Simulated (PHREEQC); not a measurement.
Make-up at 25 °C: 0.024 mol H3BO3, 0.00056 mol KOH and 3.2e-05 mol KCl per kg of water. It is in equilibrium with CO2 at log p = -3.4 (atm). Otherwise closed; pH follows from the charge balance.

The numbers come from PHREEQC with the ion-association model, phreeqc.dat.

No solid was allowed to form.

Predict the pH.

pH 7.44.

In which forms is B present?

H3BO3 98 %, H2BO3- 1.6 % of the B.
